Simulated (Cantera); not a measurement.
Cantera run, input and output.

```python
import numpy as np
import cantera as ct

gas = ct.Solution("gri30.yaml")
gas.TPX = 1375, 13332, {'CH4': 1, 'H2O': 0.42, 'N2': 0.013}
reactor = ct.IdealGasConstPressureReactor(gas, energy="off", clone=False)
net = ct.ReactorNet([reactor])
net.rtol, net.atol = 1e-08, 1e-18
show = ['CH4', 'H2O', 'CO', 'CH2', 'HO2', 'CH2CO']
times = np.geomspace(9e-06, 30, 13)

steps = ct.SolutionArray(gas, extra=["t"])
rows = []
print(f"{'t/s':>10s}{'T/K':>9s}{'P/Pa':>11s}" + "".join(f"{s:>11s}" for s in show))
for t in times:
    while net.time < t:
        t_next = net.step()
        steps.append(gas.state, t=t_next)
    rows.append([np.interp(t, steps.t, y) for y in (steps.T, steps.P, *steps(*show).X.T)])
    print(f"{t:10.3e}{rows[-1][0]:9.1f}{rows[-1][1]:11.4g}" + "".join(f"{x:11.3e}" for x in rows[-1][2:]))
rate = np.gradient(steps.T, steps.t)
print("integrator steps:", len(steps.t))
if steps.T.max() > steps.T[0] + 200:
    print(f"time of steepest temperature rise: {steps.t[rate.argmax()]:.4e} s")
gas.TPX = 1375, 13332, {'CH4': 1, 'H2O': 0.42, 'N2': 0.013}
gas.equilibrate("TP")
print(f"equilibrium (TP): T = {gas.T:.1f} K  " + "  ".join(f"{s} {gas[s].X[0]:.3e}" for s in show))
```

Result:

```
       t/s      T/K       P/Pa        CH4        H2O         CO        CH2        HO2      CH2CO
 9.000e-06   1375.0  1.333e+04  6.978e-01  2.931e-01  5.019e-23  6.850e-16  2.320e-25  3.089e-32
 3.146e-05   1375.0  1.333e+04  6.978e-01  2.931e-01  6.577e-21  7.801e-15  3.676e-24  8.635e-29
 1.100e-04   1375.0  1.333e+04  6.978e-01  2.931e-01  1.280e-18  9.089e-14  9.857e-23  2.153e-25
 3.846e-04   1375.0  1.333e+04  6.978e-01  2.931e-01  4.187e-16  1.093e-12  3.206e-21  4.915e-22
 1.344e-03   1375.0  1.333e+04  6.978e-01  2.931e-01  1.629e-13  1.240e-11  8.335e-20  8.976e-19
 4.700e-03   1375.0  1.333e+04  6.978e-01  2.931e-01  4.940e-11  8.533e-11  9.288e-19  1.298e-15
 1.643e-02   1375.0  1.333e+04  6.976e-01  2.931e-01  3.539e-09  1.767e-10  2.161e-18  4.717e-13
 5.745e-02   1375.0  1.333e+04  6.968e-01  2.930e-01  1.027e-07  3.636e-10  4.788e-18  8.010e-11
 2.008e-01   1375.0  1.333e+04  6.931e-01  2.927e-01  1.886e-06  7.384e-10  1.064e-17  1.353e-08
 7.021e-01   1375.0  1.333e+04  6.755e-01  2.901e-01  1.542e-05  8.391e-10  1.346e-17  8.687e-07
 2.455e+00   1375.0  1.333e+04  6.181e-01  2.801e-01  1.123e-04  7.670e-10  1.230e-17  6.159e-06
 8.581e+00   1375.0  1.333e+04  4.887e-01  2.566e-01  8.376e-04  6.985e-10  8.133e-18  1.181e-05
 3.000e+01   1375.0  1.333e+04  2.874e-01  2.166e-01  4.787e-03  6.458e-10  6.841e-18  1.391e-05
integrator steps: 1252
equilibrium (TP): T = 1375.0 K  CH4 7.174e-02  H2O 2.898e-07  CO 1.587e-01  CH2 1.282e-10  HO2 5.118e-29  CH2CO 1.039e-07
```

Cantera simulation using GRI-Mech 3.0 (53 species, 325 reactions); the numbers are that mechanism's predictions, not measurements. GRI-Mech 3.0 stops at C3 and has no aromatics, soot or wall deposition, so with more carbon than oxygen in the feed, carbon stays in small species such as C2H2 where larger ones or solid carbon would form.
